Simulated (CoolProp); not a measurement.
A simple Rankine cycle with dimethyl carbonate: condensing at 309.15 K, boiler at 2.91 MPa, turbine inlet 599 K, turbine efficiency 0.75, pump efficiency 0.8, no recuperator. Each further row changes one setting.

Model: reference Helmholtz-energy equation of state, Zhou 2011, in CoolProp.

```
case                             thermal efficiency (%)  net work (kJ/kg)  heat in (kJ/kg)  turbine exit temperature (K)  volume ratio over the turbine
-------------------------------  ----------------------  ----------------  ---------------  ----------------------------  -----------------------------
as stated                                          21.9               181              826                         473.3                            224
condensing temperature 301.15 K                    22.9               193              841                         466.1                            325
boiler pressure 2.04 MPa                           20.9               175              839                         484.7                            150
turbine efficiency 0.65                            19.0               157              826                         488.4                            231
```
